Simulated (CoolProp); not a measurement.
The fluid at 257.46 K and 0.231 MPa (gas) is heated at constant pressure to 391 K. The same conditions are run with several fluids, on thermodynamics alone (safety and materials aside).

The numbers come from the reference Helmholtz-energy equation of state of each fluid (carbonyl sulfide: Lemmon 2006; normal hydrogen: Leachman 2009; C2F6 (R116): Lemmon 2006; methane: Setzmann 1991; ethylene: Smukala 2000) in CoolProp.

Question: Rank carbonyl sulfide, normal hydrogen, C2F6 (R116), methane, ethylene by heat (kJ/kg), highest first.

Answer: normal hydrogen (1920), methane (309), ethylene (219), C2F6 (R116) (109), carbonyl sulfide (97.6)

| fluid | final density (kg/m³) |
|---|---|
| carbonyl sulfide | 4.32 |
| normal hydrogen | 0.143 |
| C2F6 (R116) | 9.89 |
| methane | 1.14 |
| ethylene | 2.00 |
